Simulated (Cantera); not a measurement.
A closed system holds: 1 mol (CH3)2SiCl2, 0.0071 mol C3H8, 1100 mol H2, at 0.250 bar.

These are equilibrium values from Cantera (NASA tables, ideal gas, pure condensed phases), not measurements of a reactor. Candidate condensed phases: C, C6H6, C7H8, C8H18, Si, SiC; 109 gas species. The feed counts by its element totals alone. Kinetics and transport are ignored.

x: gas mole fraction; n: condensed amount in mol.

| T (°C) | x H2 | x H | x HCl | x CH4 | x C2H2 (acetylene) | x Si | n C(graphite) | n SiC(s) |
|---|---|---|---|---|---|---|---|---|
| 1225 | 0.997 | 3.43e-5 | 0.00181 | 0.000645 | 8.79e-6 | (withheld) | 0.288 | 1.000 |
| 1275 | 0.998 | 6.15e-5 | 0.00181 | 0.000510 | 1.57e-5 | (withheld) | 0.421 | 1.000 |
| 1325 | 0.998 | 0.000106 | 0.00181 | 0.000410 | 2.69e-5 | (withheld) | 0.507 | 1.000 |
| 1375 | 0.998 | 0.000178 | 0.00181 | 0.000333 | 4.46e-5 | (withheld) | 0.552 | 1.000 |
| 1425 | 0.998 | 0.000289 | 0.00181 | 0.000275 | 7.19e-5 | (withheld) | 0.556 | 0.999 |
| 1475 | 0.997 | 0.000456 | 0.00181 | 0.000229 | 0.000113 | (withheld) | 0.516 | 0.999 |
| 1525 | 0.997 | 0.000703 | 0.00181 | 0.000193 | 0.000172 | (withheld) | 0.425 | 0.998 |
| 1575 | 0.997 | 0.00106 | 0.00181 | 0.000164 | 0.000257 | (withheld) | 0.270 | 0.997 |
| 1625 | 0.996 | 0.00156 | 0.00181 | 0.000140 | 0.000375 | (withheld) | 0.0362 | 0.994 |
| 1675 | 0.995 | 0.00225 | 0.00181 | 0.000106 | 0.000411 | (withheld) | 0 | 0.987 |
| 1725 | 0.994 | 0.00320 | 0.00180 | 7.98e-5 | 0.000431 | (withheld) | 0 | 0.971 |

### Question
Fill in the missing entries.

### Answer

- 1225, x Si: 2.90e-10
- 1275, x Si: 1.11e-9
- 1325, x Si: 3.91e-9
- 1375, x Si: 1.27e-8
- 1425, x Si: 3.86e-8
- 1475, x Si: 1.10e-7
- 1525, x Si: 2.94e-7
- 1575, x Si: 7.48e-7
- 1625, x Si: 1.81e-6
- 1675, x Si: 4.78e-6
- 1725, x Si: 1.22e-5
